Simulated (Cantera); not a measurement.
Feed: 1 mol CH3F, 11 mol H2, at 1850 °C and 1000 Pa.

These are equilibrium values from Cantera (NASA tables, ideal gas, pure condensed phases), not measurements of a reactor. Candidate condensed phases: C, C6H6, C7H8, C8H18; 95 gas species. The numbers say what is thermodynamically allowed, not how fast it happens.

Base state: H2 0.889, HF 0.0756, H 0.0338, C2H2 (acetylene) 0.00147 (mole fractions); condensed: C(graphite).

**Question.** What changes in the equilibrium state with this change: temperature from 1850 °C to 2975 °C?

**Answer.** 
| species | before | after |
|---|---|---|
| H | 0.0338 | 0.862 |
| H2 | 0.889 | 0.0728 |
| HF | 0.0756 | 0.0375 |
| C | 3.69e-8 | 0.0118 |
| C2 | 4.13e-9 | 0.00265 |
| C3 | 4.79e-8 | 0.00655 |
| C5 | <1e-9 | 1.67e-5 |
| C(graphite), mol | 0.961 | 0 |
